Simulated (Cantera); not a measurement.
**Si + HCl + H2 (silicon etching in halogen gases)**

Input: 1 mol Si, a varied amount of HCl, 6.9 mol H2, equilibrated at 798.15 K and 15.0 Pa.

Equilibrium computed with Cantera from the NASA thermochemical tables; the gas is ideal and each condensed phase is pure. Candidate condensed phases: Si; 19 gas species. The tables' values for SiCl3 are old estimates; treat these amounts as uncertain. The numbers say what is thermodynamically allowed, not how fast it happens.

From 2.2 mol HCl to 4 mol HCl the condensed part is Si(s). From 4.5 mol HCl to 9.2 mol HCl nothing is condensed. The main Si-bearing gas is SiCl4 throughout.

```json
[
 {"n(HCl) (mol)": "2.2", "x H2": "0.927", "x HCl": "0.0106", "x SiCl4": "0.0580", "x SiHCl3": "0.00446", "x SiCl3": "0.000252", "x SiCl2": "0.000124", "x SiH2Cl2": "2.76e-5", "n Si(s)": "0.462"},
 {"n(HCl) (mol)": "2.5", "x H2": "0.919", "x HCl": "0.0109", "x SiCl4": "0.0645", "x SiHCl3": "0.00481", "x SiCl3": "0.000273", "x SiCl2": "0.000131", "x SiH2Cl2": "2.89e-5", "n Si(s)": "0.387"},
 {"n(HCl) (mol)": "2.8", "x H2": "0.913", "x HCl": "0.0111", "x SiCl4": "0.0707", "x SiHCl3": "0.00514", "x SiCl3": "0.000293", "x SiCl2": "0.000137", "x SiH2Cl2": "3.01e-5", "n Si(s)": "0.312"},
 {"n(HCl) (mol)": "3.2", "x H2": "0.904", "x HCl": "0.0113", "x SiCl4": "0.0786", "x SiHCl3": "0.00553", "x SiCl3": "0.000317", "x SiCl2": "0.000145", "x SiH2Cl2": "3.14e-5", "n Si(s)": "0.212"},
 {"n(HCl) (mol)": "3.6", "x H2": "0.896", "x HCl": "0.0115", "x SiCl4": "0.0860", "x SiHCl3": "0.00589", "x SiCl3": "0.000339", "x SiCl2": "0.000151", "x SiH2Cl2": "3.25e-5", "n Si(s)": "0.112"},
 {"n(HCl) (mol)": "4", "x H2": "0.889", "x HCl": "0.0117", "x SiCl4": "0.0929", "x SiHCl3": "0.00622", "x SiCl3": "0.000360", "x SiCl2": "0.000157", "x SiH2Cl2": "3.35e-5", "n Si(s)": "0.0118"},
 {"n(HCl) (mol)": "4.5", "x H2": "0.854", "x HCl": "0.0496", "x SiCl4": "0.0946", "x SiHCl3": "0.00144", "x SiCl3": "8.47e-5", "x SiCl2": "8.58e-6", "x SiH2Cl2": "1.76e-6", "n Si(s)": "0"},
 {"n(HCl) (mol)": "5.1", "x H2": "0.808", "x HCl": "0.101", "x SiCl4": "0.0902", "x SiHCl3": "0.000639", "x SiCl3": "3.87e-5", "x SiCl2": "1.88e-6", "x SiH2Cl2": "3.65e-7", "n Si(s)": "0"},
 {"n(HCl) (mol)": "5.7", "x H2": "0.767", "x HCl": "0.147", "x SiCl4": "0.0858", "x SiHCl3": "0.000395", "x SiCl3": "2.46e-5", "x SiCl2": "7.96e-7", "x SiH2Cl2": "1.46e-7", "n Si(s)": "0"},
 {"n(HCl) (mol)": "6.4", "x H2": "0.723", "x HCl": "0.195", "x SiCl4": "0.0810", "x SiHCl3": "0.000265", "x SiCl3": "1.70e-5", "x SiCl2": "4.01e-7", "x SiH2Cl2": "6.96e-8", "n Si(s)": "0"},
 {"n(HCl) (mol)": "7.2", "x H2": "0.679", "x HCl": "0.244", "x SiCl4": "0.0761", "x SiHCl3": "0.000187", "x SiCl3": "1.23e-5", "x SiCl2": "2.26e-7", "x SiH2Cl2": "3.69e-8", "n Si(s)": "0"},
 {"n(HCl) (mol)": "8.2", "x H2": "0.631", "x HCl": "0.298", "x SiCl4": "0.0708", "x SiHCl3": "0.000132", "x SiCl3": "9.07e-6", "x SiCl2": "1.31e-7", "x SiH2Cl2": "1.99e-8", "n Si(s)": "0"},
 {"n(HCl) (mol)": "9.2", "x H2": "0.589", "x HCl": "0.344", "x SiCl4": "0.0661", "x SiHCl3": "9.98e-5", "x SiCl3": "7.08e-6", "x SiCl2": "8.58e-8", "x SiH2Cl2": "1.21e-8", "n Si(s)": "0"}
]
```
x: gas mole fraction; n: condensed amount in mol.
